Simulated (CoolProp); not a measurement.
Properties of nitrous oxide along the isobar 11.8 MPa (Tc = 309.5 K, pc = 7.245 MPa, ω = 0.161).

The numbers come from the reference Helmholtz-energy equation of state, Lemmon 2006 in CoolProp. It is a short technical equation, of lower accuracy than the large ones.

```tsv
T (K)	phase	density (kg/m³)	cv (kJ/(kg K))	Joule-Thomson coefficient (K/MPa)	isothermal compressibility (1/MPa)	expansivity (1/kK)
264.7	liquid	993.4	0.9088	0.01234	0.004056	3.865
271.6	liquid	966.2	0.9077	0.07543	0.004816	4.202
278.5	liquid	937.3	0.9071	0.1530	0.005815	4.619
285.4	liquid	906.3	0.9073	0.2504	0.007174	5.152
292.3	liquid	872.6	0.9085	?	0.009106	5.856
299.3	liquid	834.8	0.9111	0.5459	0.01207	6.851
306.2	liquid	792.6	0.9159	0.7800	0.01686	8.310
313.1	supercritical	742.9	0.9243	1.126	0.02559	10.67
320	supercritical	681.2	0.9392	1.670	0.04393	14.87
326.9	supercritical	600.5	0.9631	2.542	0.08550	22.18
333.8	supercritical	502.5	0.9830	3.669	0.1480	28.36
340.8	supercritical	414.2	0.9709	4.620	0.1757	25.56
347.7	supercritical	354.4	0.9428	?	0.1674	?
354.6	supercritical	314.5	0.9179	5.328	0.1532	15.26
361.5	supercritical	286.1	0.8994	5.349	0.1413	12.35
368.4	supercritical	264.7	0.8863	5.279	0.1322	10.37
```

### Question
What belongs in the gaps?

### Answer

- 292.3, Joule-Thomson coefficient (K/MPa): 0.3759
- 347.7, Joule-Thomson coefficient (K/MPa): 5.133
- 347.7, expansivity (1/kK): 19.67
